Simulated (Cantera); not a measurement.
An adiabatic, constant-pressure homogeneous reactor starts with 18.0 % CH4, 14.4 % O2, 54.2 % N2, 13.3 % H2O, equivalence ratio 2.5, at 1525 K and 7.30 bar.

Model: GRI-Mech 3.0 (53 species, 325 reactions), integrated in Cantera.

### Question
Predict: time of steepest temperature rise; temperature at 1.00 s; equilibrium temperature; x(CH4) at 1.00 s; x(O2) at 1.00 s; x(H2O) at 1.00 s; x(NO) at 1.00 s; x(H) at 1.00 s; x(H2) at 1.00 s.

### Answer
| Property | Value |
|---|---|
| time of steepest temperature rise | 0.423 ms |
| temperature at 1.00 s | 2209 K |
| equilibrium temperature | 2209 K |
| x(CH4) at 1.00 s | 5.50e-9 (gas-phase equilibrium 6.24e-9) |
| x(O2) at 1.00 s | 1.26e-7 (gas-phase equilibrium 1.26e-7) |
| x(H2O) at 1.00 s | 0.179 (gas-phase equilibrium 0.179) |
| x(NO) at 1.00 s | 7.53e-6 (gas-phase equilibrium 7.53e-6) |
| x(H) at 1.00 s | 0.00105 (gas-phase equilibrium 0.00105) |
| x(H2) at 1.00 s | 0.226 (gas-phase equilibrium 0.226) |
